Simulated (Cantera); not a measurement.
Feed: 1 mol TiO₂, 0.68 mol CH₄, 0.75 mol CO, equilibrated at 1300 °C and 1330 Pa.

Cantera equilibrium calculation (NASA polynomials, part measured and part estimated; ideal gas, pure solids and liquids). Candidate condensed phases: C, C₆H₆, C₇H₈, C₈H₁₈, H₂O, Ti, TiC, TiO, TiO₂, Ti₂O₃, Ti₃O₅, Ti₄O₇; 113 gas species. Mutual solubility and eutectic melting of coexisting phases are not modelled. TiC: taken at fixed stoichiometry. Equilibrium is a limit: real reactors are often held back by kinetics, nucleation or transport.

Base state: H₂ 0.500, CO 0.500, H 0.000249, H₂O 5.56e-5, CO₂ 1.92e-5 (mole fractions); condensed: TiC(s) + Ti₂O₃(s).

Question: What changes in the equilibrium state with this change: temperature from 1300 °C to 775 °C?

Answer: 
```csv
species,before,after
H₂,0.500,0.644
CO,0.500,0.355
H₂O,5.56e-5,0.000568
H,0.000249,5.39e-8
CH₄,3.81e-7,0.000322
CO₂,1.92e-5,0.000371
"TiC(s), mol",0.0721,0
"Ti₂O₃(s), mol",0.464,0
"C(graphite), mol",0,0.681
"TiO₂(rutile), mol",0,1.00
```
